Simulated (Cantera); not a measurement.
## Hydrocarbon pyrolysis for carbon deposition

A perfectly stirred reactor is fed with C₃H₈ : H₂ = 1 : 8.6 (molar parts), at 0.0400 bar; it is held at 1000 K, and followed from long to short residence time.

Model: GRI-Mech 3.0 (53 species, 325 reactions), integrated in Cantera. GRI-Mech 3.0 was tuned for natural gas; its chemistry of propane as a main component is partial and can be far from experiment. GRI-Mech 3.0 stops at C3 and has no aromatics, soot or wall deposition, so with more carbon than oxygen in the feed, carbon stays in small species such as C2H2 where larger ones or solid carbon would form. Radical loss at walls, strong at low pressure, is not modelled.

| τ (s) | x C₃H₈ | x H₂ | x H | x CH₂ | x C₂H₄ |
|---|---|---|---|---|---|
| 0.96 | 0.0575 | 0.858 | 8.63e-7 | 6.89e-12 | 0.0414 |
| 0.48 | 0.0749 | 0.872 | 8.25e-7 | 9.17e-12 | 0.0261 |
| 0.25 | 0.0872 | 0.882 | 7.89e-7 | 1.05e-11 | 0.0153 |
| 0.12 | 0.0957 | 0.889 | 7.42e-7 | 1.08e-11 | 0.00760 |
| 0.063 | 0.0999 | 0.892 | 6.83e-7 | 9.77e-12 | 0.00384 |
| 0.032 | 0.102 | 0.894 | 5.86e-7 | 7.47e-12 | 0.00172 |
| 0.016 | 0.103 | 0.895 | 4.41e-7 | 4.31e-12 | 0.000654 |
| 0.0082 | 0.104 | 0.896 | 2.83e-7 | 1.78e-12 | 0.000217 |
x: mole fraction; the columns are a selection and need not sum to one.
